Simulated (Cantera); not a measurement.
A closed system holds: 1 mol NH3, 1 mol O2, 13 mol H2, at 2.30 bar.

Equilibrium computed with Cantera from the NASA thermochemical tables; the gas is ideal and each condensed phase is pure. Candidate condensed phases: H2O; 24 gas species. Equilibrium is a limit: real reactors are often held back by kinetics, nucleation or transport. All values below are at 1200 °C.

Base state: H2 0.833, H2O 0.133, N2 0.0333, NH3 2.15e-5 (mole fractions); condensed: gas only.

Question: What changes in the equilibrium state with this change: NH3 replaced by H2S?

Answer: 
```csv
species,before,after
H2,0.833,0.786
H2O,0.133,0.143
H2S,0,0.0708
N2,0.0333,0
S2,0,0.000205
SH,0,0.000184
NH3,2.15e-5,0
```
Further candidate phases: H2SO4, S.
